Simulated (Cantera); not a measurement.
## Silicon carbide growth: (CH3)2SiCl2 + HCl + H2

Charge: 1 mol (CH3)2SiCl2, 0.6 mol HCl, 81 mol H2, equilibrated at 0.133 bar.

Method: chemical equilibrium by Gibbs-energy minimisation in Cantera with the NASA 1993 tables (ideal gas, pure condensed phases). Candidate condensed phases: C, C6H6, C7H8, C8H18, Si, SiC; 109 gas species. The feed counts by its element totals alone. Kinetics and transport are ignored.

From 1250 K to 1900 K the condensed part is C(graphite) + SiC(s). The main Si-bearing gas is SiCl2 throughout.

```json
[
 {"T (K)": "1250", "x H2": "0.968", "x HCl": "0.0304", "x H": "1.30e-6", "x CH4": "0.00137", "x C2H2 (acetylene)": "2.44e-7", "x SiCl2": "5.42e-6", "x Cl": "3.50e-8", "n C(graphite)": "0.883", "n SiC(s)": "0.999"},
 {"T (K)": "1300", "x H2": "0.969", "x HCl": "0.0304", "x H": "2.98e-6", "x CH4": "0.000984", "x C2H2 (acetylene)": "5.58e-7", "x SiCl2": "7.52e-6", "x Cl": "7.89e-8", "n C(graphite)": "0.917", "n SiC(s)": "0.999"},
 {"T (K)": "1350", "x H2": "0.969", "x HCl": "0.0304", "x H": "6.42e-6", "x CH4": "0.000721", "x C2H2 (acetylene)": "1.20e-6", "x SiCl2": "1.02e-5", "x Cl": "1.68e-7", "n C(graphite)": "0.939", "n SiC(s)": "0.999"},
 {"T (K)": "1400", "x H2": "0.969", "x HCl": "0.0304", "x H": "1.31e-5", "x CH4": "0.000541", "x C2H2 (acetylene)": "2.44e-6", "x SiCl2": "1.35e-5", "x Cl": "3.38e-7", "n C(graphite)": "0.955", "n SiC(s)": "0.999"},
 {"T (K)": "1450", "x H2": "0.969", "x HCl": "0.0303", "x H": "2.55e-5", "x CH4": "0.000414", "x C2H2 (acetylene)": "4.73e-6", "x SiCl2": "1.75e-5", "x Cl": "6.50e-7", "n C(graphite)": "0.965", "n SiC(s)": "0.998"},
 {"T (K)": "1500", "x H2": "0.969", "x HCl": "0.0303", "x H": "4.75e-5", "x CH4": "0.000322", "x C2H2 (acetylene)": "8.75e-6", "x SiCl2": "2.22e-5", "x Cl": "1.20e-6", "n C(graphite)": "0.973", "n SiC(s)": "0.998"},
 {"T (K)": "1550", "x H2": "0.969", "x HCl": "0.0303", "x H": "8.49e-5", "x CH4": "0.000255", "x C2H2 (acetylene)": "1.56e-5", "x SiCl2": "2.78e-5", "x Cl": "2.12e-6", "n C(graphite)": "0.978", "n SiC(s)": "0.998"},
 {"T (K)": "1600", "x H2": "0.969", "x HCl": "0.0303", "x H": "0.000147", "x CH4": "0.000204", "x C2H2 (acetylene)": "2.67e-5", "x SiCl2": "3.43e-5", "x Cl": "3.62e-6", "n C(graphite)": "0.981", "n SiC(s)": "0.997"},
 {"T (K)": "1650", "x H2": "0.969", "x HCl": "0.0303", "x H": "0.000245", "x CH4": "0.000166", "x C2H2 (acetylene)": "4.42e-5", "x SiCl2": "4.18e-5", "x Cl": "6.00e-6", "n C(graphite)": "0.982", "n SiC(s)": "0.996"},
 {"T (K)": "1700", "x H2": "0.969", "x HCl": "0.0303", "x H": "0.000397", "x CH4": "0.000137", "x C2H2 (acetylene)": "7.11e-5", "x SiCl2": "5.02e-5", "x Cl": "9.64e-6", "n C(graphite)": "0.980", "n SiC(s)": "0.996"},
 {"T (K)": "1750", "x H2": "0.969", "x HCl": "0.0302", "x H": "0.000627", "x CH4": "0.000114", "x C2H2 (acetylene)": "0.000111", "x SiCl2": "5.97e-5", "x Cl": "1.51e-5", "n C(graphite)": "0.976", "n SiC(s)": "0.995"},
 {"T (K)": "1800", "x H2": "0.968", "x HCl": "0.0302", "x H": "0.000965", "x CH4": "9.62e-5", "x C2H2 (acetylene)": "0.000170", "x SiCl2": "7.01e-5", "x Cl": "2.30e-5", "n C(graphite)": "0.969", "n SiC(s)": "0.994"},
 {"T (K)": "1850", "x H2": "0.968", "x HCl": "0.0302", "x H": "0.00145", "x CH4": "8.18e-5", "x C2H2 (acetylene)": "0.000253", "x SiCl2": "8.16e-5", "x Cl": "3.44e-5", "n C(graphite)": "0.957", "n SiC(s)": "0.993"},
 {"T (K)": "1900", "x H2": "0.967", "x HCl": "0.0301", "x H": "0.00214", "x CH4": "7.01e-5", "x C2H2 (acetylene)": "0.000369", "x SiCl2": "9.42e-5", "x Cl": "5.02e-5", "n C(graphite)": "0.939", "n SiC(s)": "0.991"}
]
```
x: gas mole fraction; n: condensed amount in mol.
